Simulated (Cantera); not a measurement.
A freely propagating, adiabatic, planar premixed flame of 35.1 % H₂, 13.5 % O₂, 51.3 % N₂, equivalence ratio 1.3, unburnt at 450 K and 4.93 atm; mixture-averaged transport, grid criteria slope 0.08 and curve 0.16, no radiation.

Cantera simulation using the H2/O2 subset of GRI-Mech 3.0, which has no nitrogen chemistry; the numbers are that mechanism's predictions, not measurements. The hydrogen kinetics of GRI-Mech 3.0 are dated; newer H2 mechanisms differ, most at raised pressure. Burning velocities carry a grid error of a few per cent, more on coarse grids.

### Question
Predict: laminar burning velocity; thermal thickness; peak x(HO₂); peak x(H); peak x(OH).

### Answer
```json
{
 "laminar_burning_velocity": "523 cm/s",
 "thermal_thickness": "0.0505 mm",
 "peak x(HO₂)": "0.00111",
 "peak x(H)": "0.0433",
 "peak x(OH)": "0.0124"
}
```
